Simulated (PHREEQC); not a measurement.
Sulfide liquor: an equilibrium model

Make-up at 25 °C: 0.023 mol NH4HS per kg of water. Closed to the air; pH follows from the charge balance.

Equilibrium calculation in PHREEQC: ion-association model, wateq4f.dat.

Precipitation was switched off in this run.

Predict the pH, ionic strength.

pH 8.09; ionic strength 0.0217 mol/kgw.

In which forms is S present?

HS- 94 %, H2S 5.7 % of the S.

The polysulfide entries of wateq4f.dat were taken out for this run.
